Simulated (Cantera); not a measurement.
Input (Python, Cantera) and output of one run.

```python
import numpy as np
import cantera as ct

gas_names = [...]  # 118 gases of nasa_gas.yaml made of C, Cl, F, H
cond_names = """
    C(gr) C6H6(L) C7H8(L) C8H18(L),n-octa
""".split()


# ... load() reads the species with a 1 bar reference pressure and builds the phases ...
atoms = {
    'CH2F2': {'C': 1, 'H': 2, 'F': 2},
    'H2': {'H': 2},
    'HCl': {'H': 1, 'CL': 1},
}
top_T = {'C(gr)': 4500}  # K; cautious upper limits of use, not melting points


# ... equilibrate(T, P, feed) seeds the gas with the atoms and calls Mixture.equilibrate('TP', solver="vcs", rtol=1e-11, max_steps=5000) ...
results = []
feed = {'CH2F2': 1, 'H2': 9.2, 'HCl': 0.34}  # mol
T = 1223.15  # K
P = 1.3  # Pa
mix = equilibrate(T, P, feed)
results.append((T, P, feed, dict(zip(mix.species_names, mix.species_moles))))
print(gas.report(threshold=1e-05))
for i in range(1, mix.n_phases):
    print(f"{mix.phase(i).name:16s} {mix.phase_moles(i):12.5e} mol")
```

It prints:

```
       temperature   1223.2 K
          pressure   1.3 Pa
           density   7.8595e-07 kg/m^3
  mean mol. weight   6.1484 kg/kmol
   phase of matter   gas

                          1 kg             1 kmol
                     ---------------   ---------------
          enthalpy       -3.6417e+06       -2.2391e+07  J
   internal energy       -5.2958e+06       -3.2561e+07  J
           entropy             45538        2.7999e+05  J/K
    Gibbs function       -5.9342e+07       -3.6486e+08  J
 heat capacity c_p            5079.7             31232  J/K
 heat capacity c_v            3727.4             22918  J/K

                      mass frac. Y      mole frac. X     chem. pot. / RT
                     ---------------   ---------------   ---------------
                 H        1.2239e-05        7.4655e-05           -14.753
               HCL           0.17468          0.029459           -48.665
                HF           0.56391            0.1733           -63.013
                H2           0.26138           0.79716           -29.506
     [ +114 minor]        1.4519e-05        2.6117e-06

C(gr)             9.99996e-01 mol
```

These are equilibrium values from Cantera (NASA tables, ideal gas, pure condensed phases), not measurements of a reactor.
